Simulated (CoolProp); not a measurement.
R404A at 305.74 K and 3.92 MPa flows at 1 m/s in a round tube of 50 mm bore and 45 µm roughness, fully developed (64/Re and Nu = 3.66 if laminar; Colebrook and Gnielinski if turbulent). Each further row changes one setting.

Values from CoolProp's reference Helmholtz-energy equation of state, Lemmon 2003. It is a pseudo-pure fit of the blend.

| case | Reynolds number | Darcy friction factor | pressure drop (Pa/m) | heat-transfer coefficient (W/(m² K)) | mass flow (kg/h) |
|---|---|---|---|---|---|
| as stated | 419000 | 0.0199 | 206 | 2420 | 7330 |
| velocity 2 m/s | 838000 | 0.0195 | 810 | 4780 | 14700 |
| diameter 100 mm | 838000 | 0.0170 | 87.9 | 2130 | 29300 |

Viscosity comes from a separate model (Geller 2000). Thermal conductivity comes from a separate model (Geller 2001).
